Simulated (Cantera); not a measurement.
**Thermodynamics of fluorocarbon and chlorocarbon gases, feed CH3F + H2**

Charge: 1 mol CH3F, 2.4 mol H2, equilibrated at 34.0 mbar.

Cantera equilibrium calculation (NASA polynomials, part measured and part estimated; ideal gas, pure solids and liquids). Candidate condensed phases: C, C6H6, C7H8, C8H18; 95 gas species. The numbers say what is thermodynamically allowed, not how fast it happens.

```csv
T (K),x H2,x H,x HF,x C3,x C2H2 (acetylene),n C(graphite)
2550,0.644,0.136,0.212,3.13e-5,0.00856,0.916
2625,0.603,0.179,0.207,9.29e-5,0.0108,0.890
2700,0.555,0.230,0.201,0.000259,0.0131,0.857
2775,0.501,0.287,0.194,0.000681,0.0154,0.814
2850,0.441,0.350,0.186,0.00170,0.0173,0.755
2925,0.378,0.416,0.177,0.00404,0.0188,0.664
3000,0.314,0.480,0.168,0.00918,0.0195,0.506
3075,0.251,0.537,0.157,0.0200,0.0193,0.201
3150,0.198,0.591,0.146,0.0284,0.0143,0
```
x: gas mole fraction; n: condensed amount in mol.

From 2550 K to 3075 K the condensed part is C(graphite). At 3150 K nothing is condensed. The main C-bearing gas is C2H2 (acetylene) at 2550 K and C3 at 3150 K. The share of C in condensed phases is highest at 2550 K (91.6 %) and lowest at 3150 K (0.0 %).
